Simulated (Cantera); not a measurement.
Equilibrium for chemical vapour transport: Fe + Cl2 + O2

Input: 1 mol Fe, 1.3 mol Cl2, 0.61 mol O2, at 0.0100 bar.

Equilibrium computed with Cantera from the NASA thermochemical tables; the gas is ideal and each condensed phase is pure. Candidate condensed phases: Fe, FeCl2, FeCl3, FeO, Fe2O3, Fe3O4; 13 gas species. The numbers say what is thermodynamically allowed, not how fast it happens.

```csv
T (K),log p Cl2,log p FeCl2,log p O2,log p FeCl3,log p Cl,log p Fe2Cl6,n Fe2O3(s)
900,-2.07,-4.88,-4.78,-2.82,-5.17,-4.56,0.405
950,-2.08,-4.52,-4.22,-2.80,-4.79,-4.94,0.402
1000,-2.10,-4.17,-3.76,-2.77,-4.46,-5.25,0.392
1050,-2.12,-3.84,-3.40,-2.72,-4.16,-5.49,0.374
1100,-2.17,-3.51,-3.14,-2.67,-3.91,-5.69,0.345
1150,-2.24,-3.21,-2.94,-2.63,-3.68,-5.89,0.306
1200,-2.34,-2.94,-2.79,-2.63,-3.50,-6.13,0.257
1250,-2.47,-2.72,-2.67,-2.66,-3.34,-6.43,0.197
1300,-2.64,-2.55,-2.59,-2.75,-3.23,-6.83,0.130
1350,-2.85,-2.43,-2.53,-2.90,-3.15,-7.32,0.0617
1400,-3.09,-2.36,-2.50,-3.10,-3.09,-7.89,0.00376
```
log p: log10 of the partial pressure in bar; n: condensed amount in mol.

From 900 K to 1400 K the condensed part is Fe2O3(s). The main Fe-bearing gas is FeCl3 at 900 K and FeCl2 at 1400 K. The share of Fe in condensed phases is highest at 900 K (81.1 %) and lowest at 1400 K (0.8 %).
